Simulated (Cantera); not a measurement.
What does this Cantera script print?

```python
import numpy as np
import cantera as ct

gas = ct.Solution("gri30.yaml")
gas.TPX = 2450, 1700, {'CH4': 0.027, 'H2': 1, 'N2': 0.0055}
reactor = ct.IdealGasConstPressureReactor(gas, energy="off", clone=False)
net = ct.ReactorNet([reactor])
net.rtol, net.atol = 1e-08, 1e-18
show = ['CH4', 'H2', 'CH3', 'HCN', 'C2H4', 'C2H2', 'CH2']
times = np.geomspace(1e-06, 7, 9)

steps = ct.SolutionArray(gas, extra=["t"])
rows = []
print(f"{'t/s':>10s}{'T/K':>9s}{'P/Pa':>11s}" + "".join(f"{s:>11s}" for s in show))
for t in times:
    while net.time < t:
        t_next = net.step()
        steps.append(gas.state, t=t_next)
    rows.append([np.interp(t, steps.t, y) for y in (steps.T, steps.P, *steps(*show).X.T)])
    print(f"{t:10.3e}{rows[-1][0]:9.1f}{rows[-1][1]:11.4g}" + "".join(f"{x:11.3e}" for x in rows[-1][2:]))
rate = np.gradient(steps.T, steps.t)
print("integrator steps:", len(steps.t))
if steps.T.max() > steps.T[0] + 200:
    print(f"time of steepest temperature rise: {steps.t[rate.argmax()]:.4e} s")
gas.TPX = 2450, 1700, {'CH4': 0.027, 'H2': 1, 'N2': 0.0055}
gas.equilibrate("TP")
print(f"equilibrium (TP): T = {gas.T:.1f} K  " + "  ".join(f"{s} {gas[s].X[0]:.3e}" for s in show))
```

Result:

```
       t/s      T/K       P/Pa        CH4         H2        CH3        HCN       C2H4       C2H2        CH2
 1.000e-06   2450.0       1700  2.613e-02  9.685e-01  1.573e-05  3.874e-16  2.695e-12  5.482e-15  2.138e-10
 7.172e-06   2450.0       1700  2.605e-02  9.684e-01  1.003e-04  2.607e-14  7.607e-10  9.501e-12  1.301e-08
 5.144e-05   2450.0       1700  2.556e-02  9.675e-01  5.708e-04  1.825e-12  3.995e-07  4.122e-08  7.731e-07
 3.689e-04   2450.0       1700  2.238e-02  9.612e-01  3.272e-03  1.959e-09  5.387e-05  9.214e-05  3.302e-05
 2.646e-03   2450.0       1700  6.100e-03  9.497e-01  3.224e-03  6.014e-07  4.620e-05  7.856e-03  1.166e-04
 1.898e-02   2450.0       1700  2.028e-04  9.368e-01  1.790e-04  3.620e-06  9.818e-07  1.221e-02  1.364e-05
 1.361e-01   2450.0       1700  8.529e-06  8.991e-01  1.438e-05  7.946e-06  3.515e-07  1.212e-02  2.136e-06
 9.760e-01   2450.0       1700  2.415e-06  8.426e-01  7.293e-06  4.799e-05  1.477e-07  1.169e-02  1.941e-06
 7.000e+00   2450.0       1700  2.361e-06  8.410e-01  7.224e-06  3.290e-04  1.430e-07  1.153e-02  1.948e-06
integrator steps: 1684
equilibrium (TP): T = 2450.0 K  CH4 2.235e-06  H2 8.410e-01  CH3 6.838e-06  HCN 4.193e-03  C2H4 1.191e-07  C2H2 9.607e-03  CH2 1.844e-06
```

Model: GRI-Mech 3.0 (53 species, 325 reactions), integrated in Cantera. GRI-Mech 3.0 stops at C3 and has no aromatics, soot or wall deposition, so with more carbon than oxygen in the feed, carbon stays in small species such as C2H2 where larger ones or solid carbon would form. Radical loss at walls, strong at low pressure, is not modelled.
